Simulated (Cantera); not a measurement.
Standard-state values (1 bar) from the NASA 1993 polynomials, evaluated with Cantera. Values are per mole of reaction as written; species without (g) are pure solids or liquids, kept so even where they would boil at 1 bar. TiC: taken at fixed stoichiometry.

TiC = Ti + C, with ΔH° = 184.1 kJ and ΔS° = 12.2 J/K at 300 K.

Q: How far is the shortcut ΔG° ≈ ΔH°(300 K) − T·ΔS°(300 K) from the full temperature-dependent value at 1198, 1348, 1498, 1648, 1798, 1948, 2098, 2248, 2398 K?

A: 
```
T (K)  shortcut (kJ)  full (kJ)  difference (kJ)  difference in log10 K            condensed phases
-----  -------------  ---------  ---------------  ---------------------  --------------------------
1198           169.4      170.4             -1.0                   0.04  TiC(s), Ti(β), C(graphite)
1348           167.6      168.2             -0.5                   0.02  TiC(s), Ti(β), C(graphite)
1498           165.8      165.9             -0.1                   0.00  TiC(s), Ti(β), C(graphite)
1648           163.9      163.6              0.3                  -0.01  TiC(s), Ti(β), C(graphite)
1798           162.1      161.2              0.9                  -0.02  TiC(s), Ti(β), C(graphite)
1948           160.3      158.8              1.5                  -0.04  TiC(s), Ti(l), C(graphite)
2098           158.4      155.2              3.3                  -0.08  TiC(s), Ti(l), C(graphite)
2248           156.6      151.4              5.2                  -0.12  TiC(s), Ti(l), C(graphite)
2398           154.8      147.5              7.3                  -0.16  TiC(s), Ti(l), C(graphite)
```
The shortcut ignores heat capacities and the phase changes listed.
